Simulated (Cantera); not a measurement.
Charge: 1 mol Si, 3 mol H₂, a varied amount of Cl₂, held at 325 °C and 0.133 bar.

Cantera equilibrium calculation (NASA polynomials, part measured and part estimated; ideal gas, pure solids and liquids). Candidate condensed phases: Si; 19 gas species. Kinetics and transport are ignored.

Task: At 0.88 mol Cl₂, list the 5 most abundant gas species with their mole fractions, and the condensed phases.

Result: H₂ 0.861, SiCl₄ 0.0996, SiHCl₃ 0.0390, SiH₂Cl₂ 0.000760, HCl 5.77e-5. Condensed: Si(s).
